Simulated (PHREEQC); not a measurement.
Consider water at 25 °C with 41 mmol/kgw NaHSO4, 14 mmol/kgw Na2CO3 and 1.1 mmol/kgw NH4F. Closed to the air; pH follows from the charge balance.

All values are PHREEQC results (ion-association model, wateq4f.dat), not measurements.

```csv
quantity,before,after
pH,2.34,1.32
ionic strength (mol/kgw),0.102,0.349
Na+ (mol/kgw),0.0653,0.214
NH4+ (mol/kgw),0.000960,0.000896
HF (mol/kgw),0.000912,0.00107
F- (mol/kgw),0.000179,2.44e-5
SI of Nahcolite (NaHCO3),-6.60,-7.12
SI of Natron (Na2CO3:10H2O),-15.13,-16.21
```

Question: Name the change that produced these shifts.
A. 0.044 mol/kgw KF added
B. NaHSO4 left out
C. diluted 5-fold with water
D. NaHSO4 from 0.041 to 0.205 mol/kgw

Answer: D, NaHSO4 from 0.041 to 0.205 mol/kgw

This is a speciation only: nothing precipitates in the calculation.
